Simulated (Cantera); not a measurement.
A perfectly stirred reactor is fed with H2 : O2 : N2 = 0.95 : 1 : 10 (molar parts), at 0.133 bar; it is held at 900 K, and followed from long to short residence time.

Computed with Cantera and the H2/O2 subset of GRI-Mech 3.0, which has no nitrogen chemistry. Radical loss at walls, strong at low pressure, is not modelled. Below about 950 K walls govern HO2 and H2O2 in real vessels. The temperature is held fixed by assumption; the heat of reaction is taken as removed at once.

Problem. What does this change do: H2 0.95 to 3.5 parts?

Solution. 
```csv
quantity,before,after
x(H2) at τ = 0.410 s,0.00268,0.112
x(O2) at τ = 0.410 s,0.0470,0.00105
x(HO2) at τ = 0.410 s,7.24e-6,3.12e-7
x(O) at τ = 0.410 s,5.93e-5,4.47e-6
x(H2O2) at τ = 0.410 s,3.83e-7,3.04e-10
x(H2) at τ = 50.0 ms,0.00739,0.113
x(O2) at τ = 50.0 ms,0.0492,0.00317
x(HO2) at τ = 50.0 ms,8.79e-6,9.24e-7
x(O) at τ = 50.0 ms,0.000192,3.55e-5
x(H2O2) at τ = 50.0 ms,3.51e-7,1.53e-9
```
